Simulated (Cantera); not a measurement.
Mixture: 4.00 % CO, 0.228 % H2, 4.80 % CH4, 11.7 % O2, 76.1 % N2, 3.16 % CO2, equivalence ratio 1.00, at 2.76 atm, adiabatic and at constant pressure. Ignition delay is the time to a rise of 400 K.

Computed with Cantera and GRI-Mech 3.0 (53 species, 325 reactions).

Question: Predict: delay at 1200 K; delay at 1300 K; delay at 1400 K; delay at 1500 K; delay at 1600 K; apparent activation energy between 1500 and 1600 K.

Answer: 
```json
{
 "delay at 1200 K": "23.9 ms",
 "delay at 1300 K": "6.83 ms",
 "delay at 1400 K": "2.10 ms",
 "delay at 1500 K": "0.718 ms",
 "delay at 1600 K": "0.278 ms",
 "apparent activation energy between 1500 and 1600 K": "190 kJ/mol"
}
```
